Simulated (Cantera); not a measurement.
# Premixed flame

A freely propagating, adiabatic, planar premixed flame of H₂ : O₂ : N₂ = 1 : 0.943 : 3.49 (molar parts), equivalence ratio 0.53, unburnt at 698 K and 82.5 Torr; mixture-averaged transport, grid criteria slope 0.08 and curve 0.16, no radiation.

Model: the H2/O2 subset of GRI-Mech 3.0, which has no nitrogen chemistry, integrated in Cantera. Burning velocities carry a grid error of a few per cent, more on coarse grids. Lean hydrogen flames are cellular in practice and burn faster than this planar one.

```csv
z (mm),T (K),u (m/s),x H₂,x O₂,x OH,x H₂O₂,x H₂O,x HO₂
-27.4,698,5.94,0.184,0.174,<1e-8,<1e-8,<1e-8,<1e-8
-18.3,698,5.94,0.184,0.174,<1e-8,<1e-8,<1e-8,<1e-8
-13.7,698,5.94,0.184,0.174,<1e-8,<1e-8,<1e-8,<1e-8
-9.15,698,5.94,0.184,0.174,<1e-8,<1e-8,2.51e-7,9.38e-7
-4.57,705,5.99,0.182,0.173,2.50e-5,2.58e-7,0.000672,3.21e-5
-2.29,787,6.63,0.164,0.170,0.000276,2.98e-7,0.0104,2.58e-5
0,1063,8.76,0.0742,0.136,0.00280,8.02e-7,0.0795,1.55e-5
2.29,1295,10.5,0.0190,0.0987,0.00635,9.07e-7,0.143,9.42e-6
4.57,1407,11.4,0.0149,0.0931,0.00807,7.06e-7,0.153,7.50e-6
9.15,1531,12.3,0.0139,0.0907,0.0100,4.40e-7,0.160,5.94e-6
18.3,1659,13.2,0.0120,0.0890,0.0116,2.36e-7,0.168,4.56e-6
36.6,1781,14.0,0.00917,0.0880,0.0121,1.27e-7,0.177,3.31e-6
73.2,1883,14.7,0.00601,0.0878,0.0112,7.35e-8,0.185,2.22e-6
```
x: mole fraction of selected species; z is measured from the peak of heat release.

```
Property                     Value
------------------------  --------
laminar burning velocity  594 cm/s
thermal thickness          9.15 mm
peak x(OH)                  0.0121
peak x(H₂O₂)               1.00e-6
peak x(HO₂)                3.21e-5
grid points                    125
```
